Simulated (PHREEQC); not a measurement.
A PHREEQC input (ion-association model, wateq4f.dat):

```
SOLUTION 1
  temp 298.15
  units mg/kgw
  pH 6.37
  pe 10.9
  Na 0.00726
  K 0.0054
  Ca 0.042
  Mg 0.00132
  Cl 0.0275
  S(6) 0.0307 as SO4
  Alkalinity 0.0844 as HCO3
  B 1.47e-05
END
USE solution 1
EQUILIBRIUM_PHASES 1
  CO2(g) -2.5 10
END
```

It stops with these messages:

```
WARNING: Maximum iterations exceeded, 100
WARNING: Maximum iterations exceeded, 100
WARNING: The program has failed to converge to a numerical solution.
ERROR:           Alkalinity has not converged. Total: 1.383173e-06	Calculated: -4.909836e-07	Residual: 1.874157e-06
ERROR: Is non-carbonate alkalinity greater than total alkalinity?
ERROR:                    B has not converged. Total: 1.359852e-09	Calculated: 1.381220e-09	Residual: -2.136831e-11
ERROR:                   Ca has not converged. Total: 1.047904e-06	Calculated: 3.527860e-07	Residual: 6.951182e-07
ERROR:                   Cl has not converged. Total: 7.756748e-07	Calculated: 7.782560e-07	Residual: -2.581211e-09
ERROR:                    K has not converged. Total: 1.381004e-07	Calculated: 1.385631e-07	Residual: -4.627804e-10
ERROR:                   Mg has not converged. Total: 5.429418e-08	Calculated: 2.312613e-08	Residual: 3.116805e-08
ERROR:                   Na has not converged. Total: 3.157922e-07	Calculated: 3.168439e-07	Residual: -1.051690e-09
ERROR:                 S(6) has not converged. Total: 3.195786e-07	Calculated: 3.793601e-07	Residual: -5.978151e-08
ERROR:               A(H2O) Activity of water has not converged. 	Residual: 1.600000e+01
ERROR: Model failed to converge for initial solution  1.
```

Q: Find the cause and the fix.

A: The fault: the temperature typed in kelvin. The line should read `temp 25` where the input has `temp 298.15`. With the mend the run ends at pH 5.20 and ionic strength 1.04e-5 mol/kgw.
